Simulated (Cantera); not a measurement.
**Equilibrium for carbothermic reduction: PbO + CO + H₂**

Input: 1 mol PbO, 0.73 mol CO, 0.22 mol H₂, held at 1598.15 K.

Equilibrium computed with Cantera from the NASA thermochemical tables; the gas is ideal and each condensed phase is pure. Candidate condensed phases: C, C₆H₆, C₇H₈, C₈H₁₈, H₂O, Pb, PbO, PbO₂, Pb₃O₄; 113 gas species. Each liquid is taken as pure. Mutual solubility and eutectic melting of coexisting phases are not modelled. Gases not in the tables: (PbO)n polymers. Equilibrium is a limit: real reactors are often held back by kinetics, nucleation or transport.

From 0.000100 bar to 0.0600 bar nothing is condensed. At 0.220 bar the condensed part is Pb(l). From 0.770 bar to 10.0 bar the condensed part is Pb(l) + PbO(l).

```
P (Pa)   x CO₂     x Pb  x H₂O    x PbO     x CO  n Pb(l)  n PbO(l)
-------  -----  -------  -----  -------  -------  -------  --------
10       0.361    0.480  0.111   0.0310   0.0118        0         0
36       0.363    0.477  0.111   0.0346   0.0106        0         0
130      0.364    0.477  0.112   0.0360   0.0102        0         0
460      0.364    0.476  0.112   0.0364   0.0100        0         0
1700     0.364    0.476  0.112   0.0366  0.01000        0         0
6000     0.364    0.476  0.112   0.0366  0.00998        0         0
22000    0.520    0.271  0.158   0.0435  0.00682    0.563         0
77000    0.678   0.0775  0.205   0.0368  0.00301    0.863    0.0140
280000   0.741   0.0213  0.224   0.0101  0.00329    0.926    0.0436
1000000  0.758  0.00596  0.229  0.00283  0.00336    0.941    0.0508
```
x: gas mole fraction; n: condensed amount in mol.
